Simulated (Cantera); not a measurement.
A perfectly stirred reactor is fed with H2 : O2 = 0.14 : 1 (molar parts), at 0.0263 atm; it is held at 1100 K, and followed from long to short residence time.

Detailed kinetics in Cantera: GRI-Mech 3.0 (53 species, 325 reactions). Radical loss at walls, strong at low pressure, is not modelled. The temperature is held fixed by assumption; the heat of reaction is taken as removed at once.

Q: Predict: x(H2) at τ = 17.0 s; x(O2) at τ = 17.0 s; x(O) at τ = 17.0 s; x(HO2) at τ = 17.0 s; x(H2O) at τ = 17.0 s; x(H2) at τ = 81.0 ms; x(O2) at τ = 81.0 ms; x(O) at τ = 81.0 ms; x(HO2) at τ = 81.0 ms; x(H2O) at τ = 81.0 ms.

A: 
| Item | Value |
|---|---|
| x(H2) at τ = 17.0 s | 6.33e-5 |
| x(O2) at τ = 17.0 s | 0.869 |
| x(O) at τ = 17.0 s | 0.000136 |
| x(HO2) at τ = 17.0 s | 1.56e-6 |
| x(H2O) at τ = 17.0 s | 0.131 |
| x(H2) at τ = 81.0 ms | 0.00166 |
| x(O2) at τ = 81.0 ms | 0.864 |
| x(O) at τ = 81.0 ms | 0.00430 |
| x(HO2) at τ = 81.0 ms | 1.20e-5 |
| x(H2O) at τ = 81.0 ms | 0.127 |
